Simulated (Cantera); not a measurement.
A closed system holds: 1 mol AlN, 0.033 mol C, 6.9 mol N2, equilibrated at 10.0 mbar.

Equilibrium computed with Cantera from the NASA thermochemical tables; the gas is ideal and each condensed phase is pure. Candidate condensed phases: Al, AlN, C; 16 gas species. Rates play no part. All values below are at 1975 K.

Base state: N2 0.987, Al 0.0128 (mole fractions); condensed: AlN(s) + C(graphite).

### Question
What changes in the equilibrium state with this change: pressure from 10.0 mbar to 45.0 Pa?

### Answer
```tsv
species	before	after
N2	0.987	0.881
Al	0.0128	0.119
CN	4.03e-6	1.80e-5
AlN(s), mol	0.910	0
C(graphite), mol	0.0330	0.0328
```
